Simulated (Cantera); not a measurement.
# Ignition delay

Mixture: 32.8 % CO, 2.36 % H2, 1.83 % CH4, 13.3 % O2, 49.8 % N2, equivalence ratio 1.6, at 5.00 bar, adiabatic and at constant volume. Ignition delay is the time to a rise of 400 K.

Cantera simulation using GRI-Mech 3.0 (53 species, 325 reactions); the numbers are that mechanism's predictions, not measurements.

```
T0 (K)  delay (ms)
------  ----------
1200         0.117
1300        0.0479
1400        0.0245
1500        0.0147
1600       0.00983
1700       0.00708
1800       0.00538
```

| Quantity | Result |
|---|---|
| apparent activation energy between 1600 and 1800 K | 72 kJ/mol |
